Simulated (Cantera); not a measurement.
A freely propagating, adiabatic, planar premixed flame of 33.0 % H₂, 13.8 % O₂, 50.8 % N₂, 2.38 % H₂O, equivalence ratio 1.2, unburnt at 648 K and 105 Torr; mixture-averaged transport, grid criteria slope 0.08 and curve 0.16, no radiation.

Detailed kinetics in Cantera: the H2/O2 subset of GRI-Mech 3.0, which has no nitrogen chemistry. Burning velocities carry a grid error of a few per cent, more on coarse grids.

x: mole fraction of selected species; z is measured from the peak of heat release.

```
z (mm)  T (K)  u (m/s)    x H₂    x O₂       x H       x O   x H₂O  x H₂O₂
------  -----  -------  ------  ------  --------  --------  ------  ------
-18.9     648     7.62   0.330   0.138     <1e-8     <1e-8  0.0238   <1e-8
-12.6     648     7.62   0.330   0.138     <1e-8     <1e-8  0.0238   <1e-8
-9.43     648     7.62   0.330   0.138     <1e-8     <1e-8  0.0238   <1e-8
-6.28     648     7.62   0.330   0.138   1.87e-7     <1e-8  0.0238   <1e-8
-3.14     653     7.66   0.329   0.138  0.000298   6.66e-6  0.0241       …
-1.57     753     8.77   0.310   0.134   0.00876  0.000284  0.0339       …
0        1130     12.8   0.166  0.0837    0.0763   0.00758   0.138       …
1.57     1397     15.6  0.0706  0.0279     0.107    0.0131   0.238       …
3.14     1509     16.7  0.0683  0.0226    0.0981    0.0132   0.249       …
6.28     1644     18.1  0.0721  0.0200    0.0835    0.0124   0.255       …
12.6     1797     19.5  0.0750  0.0170    0.0676    0.0109   0.264       …
25.1     1958     21.0  0.0760  0.0138    0.0522   0.00880   0.275       …
50.3     2117     22.4  0.0752  0.0105    0.0382   0.00644   0.287       …
```

### Question
Complete the blanks.

### Answer

- -3.14, x H₂O₂: 2.55e-7
- -1.57, x H₂O₂: 4.61e-7
- 0, x H₂O₂: 6.74e-7
- 1.57, x H₂O₂: 7.72e-7
- 3.14, x H₂O₂: 6.15e-7
- 6.28, x H₂O₂: 3.84e-7
- 12.6, x H₂O₂: 2.05e-7
- 25.1, x H₂O₂: 1.07e-7
- 50.3, x H₂O₂: 6.19e-8
